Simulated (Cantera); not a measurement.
A closed system holds: 1 mol MgO, 0.0062 mol C, 3.3 mol H2, held at 4.80 bar.

These are equilibrium values from Cantera (NASA tables, ideal gas, pure condensed phases), not measurements of a reactor. Candidate condensed phases: C, C6H6, C7H8, C8H18, H2O, Mg, MgCO3, MgO, Mg(OH)2; 116 gas species. The tables' values for MgH are old estimates; treat these amounts as uncertain. The numbers say what is thermodynamically allowed, not how fast it happens. All values below are at 2400 K.

Base state: H2 0.953, Mg 0.0191, H2O 0.0180, H 0.00709, CO 0.00183, MgH 0.000778, MgOH 0.000272, OH 2.46e-5 (mole fractions); condensed: MgO(s).

What changes in the equilibrium state with this change: MgO replaced by Si3N4?


```csv
species,before,after
H2,0.953,0.616
N2,0,0.375
H,0.00709,0.00570
Mg,0.0191,0
H2O,0.0180,0
Si,0,0.000454
CO,0.00183,0
HCN,0,0.00102
MgH,0.000778,0
SiH2,0,0.000433
MgOH,0.000272,0
"MgO(s), mol",0.932,0
"Si(l), mol",0,2.99
```
The tables' values for SiN are old estimates; treat these amounts as uncertain. Gases not in the tables: Si2H6 and higher silanes. Further candidate phases: Si, SiC, Si3N4.
